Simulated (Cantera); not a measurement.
# Hydrocarbon pyrolysis for carbon deposition

An isothermal, constant-pressure homogeneous reactor starts with CH4 : H2 = 1 : 11 (molar parts), at 1950 K and 13300 Pa.

Cantera simulation using GRI-Mech 3.0 (53 species, 325 reactions); the numbers are that mechanism's predictions, not measurements. GRI-Mech 3.0 stops at C3 and has no aromatics, soot or wall deposition, so with more carbon than oxygen in the feed, carbon stays in small species such as C2H2 where larger ones or solid carbon would form.

| t (s) | x CH4 | x H2 | x H | x C2H | x C2H2 |
|---|---|---|---|---|---|
| 2.00e-6 | 0.0833 | 0.917 | 9.70e-6 | <1e-12 | <1e-12 |
| 7.43e-6 | 0.0833 | 0.917 | 3.22e-5 | <1e-12 | 5.69e-12 |
| 2.76e-5 | 0.0831 | 0.917 | 0.000115 | <1e-12 | 2.08e-9 |
| 0.000102 | 0.0825 | 0.916 | 0.000419 | 4.91e-12 | 6.85e-7 |
| 0.000381 | 0.0796 | 0.916 | 0.00143 | 4.89e-9 | 0.000200 |
| 0.00141 | 0.0646 | 0.923 | 0.00240 | 2.60e-7 | 0.00637 |
| 0.00525 | 0.0353 | 0.939 | 0.00261 | 9.13e-7 | 0.0209 |
| 0.0195 | 0.0119 | 0.952 | 0.00287 | 1.54e-6 | 0.0325 |
| 0.0725 | 0.00314 | 0.957 | 0.00304 | 1.84e-6 | 0.0368 |
| 0.269 | 0.000899 | 0.958 | 0.00309 | 1.92e-6 | 0.0379 |
| 1.00 | 0.000513 | 0.958 | 0.00310 | 1.93e-6 | 0.0381 |
x: mole fraction; the columns are a selection and need not sum to one.

Equilibrium at this temperature and pressure: CH4 0.000505, H2 0.958, H 0.00310, C2H 1.93e-6, C2H2 0.0381 (gas phase only).
